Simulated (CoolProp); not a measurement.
Vapour-liquid equilibrium of ethanol (1) + n-hexane (2) at 404.9 K; x and y are mole fractions of (1).

Values from CoolProp's multi-fluid Helmholtz-energy mixture model, Schroeder 2014 and Thol 2019; pair parameters Bell 2016.

| x | bubble pressure, mixture model (bar) | bubble pressure, Raoult's law (bar) | y, mixture model | y, Raoult's law |
|---|---|---|---|---|
| 0.05 | (withheld) | 5.228 | 0.169 | 0.058 |
| 0.2 | 7.559 | 5.354 | (withheld) | 0.225 |
| 0.35 | 8.016 | 5.480 | 0.455 | 0.385 |
| 0.5 | (withheld) | 5.606 | (withheld) | 0.537 |
| 0.65 | (withheld) | 5.732 | 0.569 | 0.683 |
| 0.8 | 7.569 | 5.858 | 0.676 | 0.823 |
| 0.95 | (withheld) | 5.984 | 0.888 | 0.957 |

Fill in the missing entries.


- 0.05, bubble pressure, mixture model (bar): 6.122
- 0.2, y, mixture model: 0.377
- 0.5, bubble pressure, mixture model (bar): 8.132
- 0.5, y, mixture model: 0.507
- 0.65, bubble pressure, mixture model (bar): 8.032
- 0.95, bubble pressure, mixture model (bar): 6.516

The largest gap from Raoult's law is +46.3 % in bubble pressure, at x = 0.35. y crosses x between x = 0.5 and 0.65: the model has an azeotrope there.

The pair parameters rest on a limited set of measurements; away from them the model extrapolates.
